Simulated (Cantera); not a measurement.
## Ignition delay

Mixture: CH₄ : O₂ : N₂ = 1 : 2.13 : 8 (molar parts), at 3.10 bar, adiabatic and at constant pressure. Ignition delay is the time to a rise of 400 K.

Model: GRI-Mech 3.0 (53 species, 325 reactions), integrated in Cantera.

```csv
T0 (K),delay (ms)
1150,31.1
1250,8.18
1350,2.42
1450,0.802
1550,0.296
1650,0.123
```

```
Property                                                 Value
--------------------------------------------------  ----------
apparent activation energy between 1450 and 1650 K  190 kJ/mol
```
